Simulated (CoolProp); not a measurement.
Vapour-liquid equilibrium of m-xylene (1) + n-nonane (2) at 416.1 K; x and y are mole fractions of (1).

The numbers come from the multi-fluid Helmholtz-energy mixture model, Zhou 2012 and Lemmon 2006; pair parameters Bell 2016 in CoolProp.

**Question.** Give the bubble pressure and the first vapour's composition at x = 0.575, 0.8, 0.875. Is there an azeotrope?

**Answer.** x = 0.575: 1.073 bar, y = 0.637; x = 0.8: 1.113 bar, y = 0.818; x = 0.875: 1.120 bar, y = 0.882. No azeotrope shows between x = 0.05 and 0.95.

Pair parameters are fitted to limited data, so mixtures are less certain than the pure fluids.
